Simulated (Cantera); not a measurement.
A freely propagating, adiabatic, planar premixed flame of H2 : O2 : N2 = 1 : 0.179 : 0.671 (molar parts), unburnt at 400 K and 5.00 bar; multicomponent transport, grid criteria slope 0.08 and curve 0.16, no radiation.

Model: the H2/O2 subset of GRI-Mech 3.0, which has no nitrogen chemistry, integrated in Cantera. The hydrogen kinetics of GRI-Mech 3.0 are dated; newer H2 mechanisms differ, most at raised pressure. Burning velocities carry a grid error of a few per cent, more on coarse grids.

Q: Predict: laminar burning velocity; thermal thickness; peak x(O); peak x(HO2); peak x(H).

A: 
```json
{
  "laminar_burning_velocity": "340 cm/s",
  "thermal_thickness": "0.0578 mm",
  "peak x(O)": "0.000690",
  "peak x(HO2)": "0.000883",
  "peak x(H)": "0.0303"
}
```
